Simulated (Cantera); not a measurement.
What does this Cantera script print?

```python
import numpy as np
import cantera as ct

gas_names = """
    C CH CH2 CH3 CH2OH CH3O CH4 CH3OH CN CO CO2 COOH C2 C2H CHCO,ketyl C2H2,acetylene C2H2,vinylidene
    CH2CO,ketene C2H3,vinyl CH3CN CH3CO,acetyl C2H4 C2H4O,ethylen CH3CHO,ethanal CH3COOH (HCOOH)2 C2H5
    C2H6 CH3OCH3 C2H5OH CCN CNC C2N2 C2O C3 C3H3,propargyl C3H4,allene C3H4,propyne C3H4,cyclo-
    C3H5,allyl C3H6,propylene C3H6,cyclo- C3H6O C3H7,n-propyl C3H7,i-propyl C3H8 C3H8O,1propanol
    C3H8O,2propanol C3O2 C4 C4H2 C4H4,1,3-cyclo- C4H6,butadiene C4H6,2-butyne C4H6,cyclo- C4H8,1-butene
    C4H8,cis2-buten C4H8,tr2-butene C4H8,isobutene C4H8,cyclo- (CH3COOH)2 C4H9,n-butyl C4H9,i-butyl
    C4H9,s-butyl C4H9,t-butyl C4H10,isobutane C4H10,n-butane C4N2 C5 C5H6,1,3cyclo- C5H8,cyclo-
    C5H10,1-pentene C5H10,cyclo- C5H11,pentyl C5H11,t-pentyl C5H12,n-pentane C5H12,i-pentane
    CH3C(CH3)2CH3 C6H2 C6H5,phenyl C6H5O,phenoxy C6H6 C6H5OH,phenol C6H10,cyclo- C6H12,1-hexene
    C6H12,cyclo- C6H13,n-hexyl C7H7,benzyl C7H8 C7H8O,cresol C7H14,1-heptene C7H15,n-heptyl
    C7H16,n-heptane C8H8,styrene C8H10,ethylbenz C8H16,1-octene C8H17,n-octyl C8H18,isooctane
    C8H18,n-octane C9H19,n-nonyl C10H8,naphthale C10H21,n-decyl C12H9,o-bipheny C12H10,bipheny H HCN HCO
    HCCN HNC HNCO HNO HNO2 HNO3 HO2 H2 HCHO,formaldehy HCOOH H2O H2O2 N NCO NH NH2 NH3 NH2OH NO NO2 NO3
    N2 N2H2 N2H4 N2O O OH O2 O3
""".split()
cond_names = """
    C(gr) C6H6(L) C7H8(L) C8H18(L),n-octa H2O(s) H2O(L)
""".split()


def load(file, names, dense=False):
    # The tables refer to 1 bar. Condensed volumes are neglected.
    table = {s.name: s for s in ct.Species.list_from_file(file)}
    out = []
    for n in names:
        d = dict(table[n].input_data)
        d["thermo"] = dict(d["thermo"], **{"reference-pressure": 1e5})
        if dense:
            d["equation-of-state"] = {"model": "constant-volume", "density": "1e6 g/cm^3"}
        out.append(ct.Species.from_dict(d))
    return out


gas = ct.Solution(thermo="ideal-gas", species=load("nasa_gas.yaml", gas_names))
cond = {s.name: ct.Solution(thermo="fixed-stoichiometry", species=[s], name=s.name)
        for s in load("nasa_condensed.yaml", cond_names, dense=True)}
atoms = {
    'acetone': {'C': 3, 'H': 6, 'O': 1},
    'NH3': {'N': 1, 'H': 3},
    'H2': {'H': 2},
    'CO2': {'C': 1, 'O': 2},
}
top_T = {'C(gr)': 4500}  # K; cautious upper limits of use, not melting points


def equilibrate(T, P, feed):
    n = {}
    for name, mol in feed.items():
        for a, k in atoms[name].items():
            n[a] = n.get(a, 0.0) + k * mol
    gas.TPX = T, P, n
    mass = sum(n.values()) * gas.mean_molecular_weight
    gas.equilibrate("TP")
    valid = [c for c in cond.values() if c.min_temp <= T <= top_T.get(c.name, c.max_temp)]
    mix = ct.Mixture([(gas, mass / gas.mean_molecular_weight)] + [(c, 0.0) for c in valid])
    mix.T, mix.P = T, P
    mix.equilibrate("TP", solver="vcs", rtol=1e-11, max_steps=5000)
    return mix


results = []
feed = {'acetone': 1, 'NH3': 0.01, 'H2': 0.39, 'CO2': 0.0016}  # mol
P = 1000  # Pa
for T in [998, 1148, 1298, 1448, 1598, 1748, 1898, 2048, 2198, 2348]:
    mix = equilibrate(T, P, feed)
    results.append((T, P, feed, dict(zip(mix.species_names, mix.species_moles))))

top = {s: max(r[3][s] / sum(r[3][g] for g in gas_names) for r in results) for s in gas_names}
cols = sorted((s for s in top if top[s] > 1e-05), key=lambda s: -top[s])[:9]
seen = [c for c in cond_names if any(r[3].get(c, 0) > 1e-12 for r in results)]
print("log10 of partial pressures in bar; condensed amounts in mol")
print(f"{'T/K':>10s}" + "".join(f"{s[:9]:>10s}" for s in cols + seen))
for T, P, feed, n in results:
    ng = sum(n[g] for g in gas_names)
    print(f"{T:10.4g}" + "".join(f"{np.log10(max(n[s] / ng * P / 1e5, 1e-99)):10.3f}" for s in cols)
          + "".join(f"{n.get(c, 0):10.4g}" for c in seen))
```

It prints:

```
log10 of partial pressures in bar; condensed amounts in mol
       T/K        H2        CO         H C2H2,acet        N2       HCN       H2O       CH4       CO2     C(gr)
       998    -2.113    -2.645    -9.724   -11.079    -4.945    -8.828    -5.147    -5.237    -5.519         2
      1148    -2.113    -2.644    -8.201    -9.543    -4.946    -7.919    -6.074    -5.849    -6.678     1.998
      1298    -2.113    -2.643    -7.026    -8.366    -4.947    -7.222    -6.788    -6.324    -7.563     1.998
      1448    -2.113    -2.643    -6.092    -7.436    -4.950    -6.672    -7.352    -6.702    -8.258     1.998
      1598    -2.113    -2.643    -5.330    -6.683    -4.958    -6.230    -7.809    -7.009    -8.817     1.998
      1748    -2.114    -2.644    -4.698    -6.061    -4.974    -5.869    -8.187    -7.264    -9.275     1.997
      1898    -2.116    -2.645    -4.165    -5.541    -5.004    -5.576    -8.506    -7.480    -9.658     1.995
      2048    -2.123    -2.648    -3.711    -5.103    -5.056    -5.341    -8.783    -7.672    -9.985     1.989
      2198    -2.138    -2.654    -3.323    -4.734    -5.135    -5.161    -9.033    -7.855   -10.271     1.978
      2348    -2.169    -2.666    -2.993    -4.432    -5.248    -5.034    -9.275    -8.048   -10.531     1.959
```

Cantera equilibrium calculation (NASA polynomials, part measured and part estimated; ideal gas, pure solids and liquids). The feed counts by its element totals alone.
